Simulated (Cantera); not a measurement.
Feed: 1 mol Fe₃O₄, 3.2 mol C, 0.096 mol CO, held at 2150 K and 0.100 bar.

These are equilibrium values from Cantera (NASA tables, ideal gas, pure condensed phases), not measurements of a reactor. Candidate condensed phases: C, Fe, Fe(CO)₅, FeO, Fe₂O₃, Fe₃O₄; 15 gas species. Each liquid is taken as pure. Mutual solubility and eutectic melting of coexisting phases are not modelled. The tables' stoichiometric FeO is somewhat more stable than real wüstite, so its field is too wide. FeO: taken at fixed stoichiometry. Equilibrium is a limit: real reactors are often held back by kinetics, nucleation or transport.

Base state: CO 0.898, CO₂ 0.0840, Fe 0.0173, FeO 0.000231 (mole fractions); condensed: Fe(l) + FeO(l).

### Question
What changes in the equilibrium state with this change: Fe₃O₄ replaced by SiO₂?

### Answer
```csv
species,before,after
CO,0.898,0.987
SiO,0,0.0127
Si,0,0.000206
CO₂,0.0840,1.28e-6
Fe,0.0173,0
FeO,0.000231,0
SiC₂,0,1.63e-5
Si₂C,0,1.01e-5
"Fe(l), mol",2.42,0
"FeO(l), mol",0.517,0
"C(graphite), mol",0,0.254
"SiC(s), mol",0,0.973
```
Further candidate phases: Si, SiC, SiO₂.
